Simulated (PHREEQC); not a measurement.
# Spent oxide etchant

Solution (20 °C): 140 mmol/kgw HF, 12 mmol/kgw H2SiF6, 72 mmol/kgw H3PO4 and 42 mmol/kgw H2SO4. Closed to the air; pH follows from the charge balance.

Model: ion-association model, wateq4f.dat, run in PHREEQC.

No solid was allowed to form.

**Question.** What pH, ionic strength does the model give?

**Answer.** pH 1.15; ionic strength 0.109 mol/kgw.

**Question.** In which forms is S present?

**Answer.** HSO4- 75 %, SO4-2 25 % of the S.

Species that the database lacks are ignored. wateq4f.dat counts part of the HF as a dimer, H2F2, which phreeqc.dat doesn't know; its constant is uncertain. H3PO4, which wateq4f.dat lacks, is added to it with the constant of phreeqc.dat. SiF6-2 is the database's only silicon fluoride.
